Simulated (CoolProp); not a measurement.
Vapour-liquid equilibrium of R124 (1) + R142b (2) at 0.198 MPa; x and y are mole fractions of (1).

The numbers come from the multi-fluid Helmholtz-energy mixture model, de Vries 1995 and Lemmon 2006; pair parameters Bell 2016 in CoolProp.

| x | bubble temperature (K) | y at the bubble point | dew temperature at overall composition x (K) | liquid density (mol/L) |
|---|---|---|---|---|
| 0.05 | 281.7 | 0.054 | 281.7 | 11.40 |
| 0.15 | 281.5 | 0.160 | 281.5 | 11.29 |
| 0.25 | 281.2 | 0.264 | 281.3 | 11.18 |
| 0.35 | 281.0 | 0.368 | 281.1 | 11.07 |
| 0.45 | 280.7 | 0.472 | 280.8 | 10.97 |
| 0.55 | 280.4 | 0.575 | 280.5 | 10.86 |
| 0.65 | 280.1 | 0.677 | 280.2 | 10.76 |
| 0.75 | 279.7 | 0.776 | 279.8 | 10.66 |
| 0.85 | 279.2 | 0.870 | 279.3 | 10.56 |
| 0.95 | 278.7 | 0.959 | 278.8 | 10.46 |

No azeotrope shows between x = 0.05 and 0.95.

The pair parameters rest on a limited set of measurements; away from them the model extrapolates.
